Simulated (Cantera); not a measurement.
Input: 1 mol CH₃Cl, 0.055 mol Si, 0.83 mol H₂, held at 100000 Pa.

Cantera equilibrium calculation (NASA polynomials, part measured and part estimated; ideal gas, pure solids and liquids). Candidate condensed phases: C, C₆H₆, C₇H₈, C₈H₁₈, Si, SiC; 109 gas species. The tables' values for SiCl₃, SiCl are old estimates; treat these amounts as uncertain. Equilibrium is a limit: real reactors are often held back by kinetics, nucleation or transport.

x: gas mole fraction; n: condensed amount in mol.

| T (K) | x H₂ | x HCl | x SiCl₂ | x SiCl₄ | n C(graphite) | n SiC(s) |
|---|---|---|---|---|---|---|
| 1350 | 0.691 | 0.286 | 0.000502 | 0.0158 | 0.992 | … |
| 1450 | 0.688 | 0.290 | 0.00225 | 0.0122 | 0.996 | … |
| 1550 | 0.673 | 0.312 | 0.00425 | 0.00570 | 0.983 | … |
| 1650 | 0.666 | 0.321 | 0.00681 | 0.00249 | 0.980 | … |
| 1750 | 0.664 | 0.321 | 0.00984 | 0.00109 | 0.983 | … |
| 1850 | 0.665 | 0.318 | 0.0132 | 0.000493 | 0.989 | … |
| 1950 | 0.666 | 0.313 | 0.0169 | 0.000234 | 0.996 | … |
| 2050 | 0.665 | 0.312 | 0.0178 | 0.000105 | 0.995 | 0 |
| 2150 | 0.663 | 0.312 | 0.0182 | 4.92e-5 | 0.992 | 0 |

Task: Fill in the missing entries.

Result: 
- 1350, n SiC(s): 0
- 1450, n SiC(s): 7.23e-5
- 1550, n SiC(s): 0.0144
- 1650, n SiC(s): 0.0184
- 1750, n SiC(s): 0.0157
- 1850, n SiC(s): 0.00934
- 1950, n SiC(s): 0.000847
